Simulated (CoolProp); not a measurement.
Properties of R113 along the isobar 1.4 MPa.

The numbers come from the reference Helmholtz-energy equation of state, Marx 1992 in CoolProp.

```
T (°C)   phase  density (kg/m³)  cp (kJ/(kg K))  Joule-Thomson coefficient (K/MPa)  fugacity coefficient
------  ------  ---------------  --------------  ---------------------------------  --------------------
4.15    liquid             1615          0.8979                            -0.4170               0.01387
15.45   liquid             1589          0.9075                            -0.4003               0.02279
26.75   liquid             1563          0.9177                            -0.3813               0.03575
38.05   liquid             1536          0.9284                            -0.3597               0.05382
49.25   liquid             1509          0.9396                            -0.3352               0.07789
60.55   liquid             1480          0.9515                            -0.3065                0.1095
71.85   liquid             1452          0.9642                            -0.2729                0.1496
83.05   liquid             1422          0.9777                            -0.2335                0.1985
94.35   liquid             1391          0.9926                            -0.1857                0.2581
105.65  liquid             1358           1.009                            -0.1269                0.3284
116.85  liquid             1324           1.028                           -0.05368                0.4090
128.15  liquid             1287           1.050                            0.04211                0.5014
139.45  liquid             1247           1.078                             0.1720                0.6046
```
